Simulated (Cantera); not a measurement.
Mixture: 3.10 % CH4, 4.34 % CO, 19.5 % O2, 73.1 % N2, at 1.20 bar, adiabatic and at constant volume. Ignition delay is the time to a rise of 400 K.

Cantera simulation using GRI-Mech 3.0 (53 species, 325 reactions); the numbers are that mechanism's predictions, not measurements.

Task: Predict: delay at 1175 K; delay at 1250 K; delay at 1325 K; delay at 1400 K; delay at 1475 K; delay at 1550 K; delay at 1625 K; apparent activation energy between 1475 and 1625 K.

Result: 
| Quantity | Result |
|---|---|
| delay at 1175 K | 29.9 ms |
| delay at 1250 K | 9.88 ms |
| delay at 1325 K | 3.69 ms |
| delay at 1400 K | 1.57 ms |
| delay at 1475 K | 0.761 ms |
| delay at 1550 K | 0.411 ms |
| delay at 1625 K | 0.241 ms |
| apparent activation energy between 1475 and 1625 K | 150 kJ/mol |
